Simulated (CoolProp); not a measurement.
Octamethylcyclotetrasiloxane (D4) along the isotherm 131.95 °C: Z from the reference equation and from simpler models built on Tc = 313.4 °C, pc = 1347 kPa, ω = 0.598; each cubic takes its own stable root.

Model: reference Helmholtz-energy equation of state, Thol 2015, in CoolProp.

| p (kPa) | phase | reference |
|---|---|---|
| 21.3 | gas | 0.9777 |
| 43.7 | liquid | 0.004672 |
| 89.8 | liquid | 0.009599 |
| 184 | liquid | 0.01966 |
| 379 | liquid | 0.04046 |
| 778 | liquid | 0.08293 |
| 1600 | liquid | 0.1700 |
| 3280 | liquid | 0.3463 |
| 6740 | liquid | 0.7034 |

Question: How far does each simpler model (Redlich-Kwong, Soave-Redlich-Kwong, Peng-Robinson) lie from the reference over these 9 states: mean and median of the absolute difference, and the worst?

Answer: 
- Redlich-Kwong: mean 3372.4 %, median 19.3 %, worst +20625.6 % at 131.95 °C and 43.7 kPa
- Soave-Redlich-Kwong: mean 8.7 %, median 9.9 %, worst +10.2 % at 131.95 °C and 43.7 kPa
- Peng-Robinson: mean 2.4 %, median 2.5 %, worst -3.4 % at 131.95 °C and 6740 kPa

At some of these states Redlich-Kwong gives the other phase, because its saturation line lies elsewhere.
